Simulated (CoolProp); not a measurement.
Values from CoolProp's reference Helmholtz-energy equation of state, Smukala 2000.

**Question.** For ethylene, give the phase and the cp (kJ/(kg K)), Joule-Thomson coefficient (K/MPa) at 307.2 K and 13.3 bar; 444.4 K and 1.65 bar.

**Answer.** 
- 307.2 K and 13.3 bar: gas; cp 1.70, Joule-Thomson coefficient 9.72
- 444.4 K and 1.65 bar: gas; cp 2.05, Joule-Thomson coefficient 3.67
